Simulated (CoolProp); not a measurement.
n-perfluorohexane along the isobar 768 kPa: fugacity coefficient from the reference equation and from simpler models built on Tc = 448.0 K, pc = 1742 kPa, ω = 0.497; each cubic takes its own stable root.

The numbers come from the reference Helmholtz-energy equation of state, Gao 2022 in CoolProp.

```csv
T (K),phase,reference,van der Waals,Redlich-Kwong,Peng-Robinson
358.2,liquid,0.2899,0.7088,0.4853,0.2904
368.4,liquid,0.3707,0.7831,0.5721,0.3713
378.6,liquid,0.4643,0.8036,0.6649,0.4651
388.8,liquid,0.5706,0.8160,0.7626,0.5712
399,liquid,0.6887,0.8273,0.7945,0.6887
409.2,gas,0.7884,0.8376,0.8091,0.7799
419.4,gas,0.8069,0.8471,0.8223,0.7978
429.6,gas,0.8232,0.8559,0.8343,0.8139
439.8,gas,0.8377,0.8639,0.8452,0.8286
450,gas,0.8508,0.8714,0.8552,0.8419
```

At some of these states van der Waals, Redlich-Kwong gives the other phase, because its saturation line lies elsewhere.
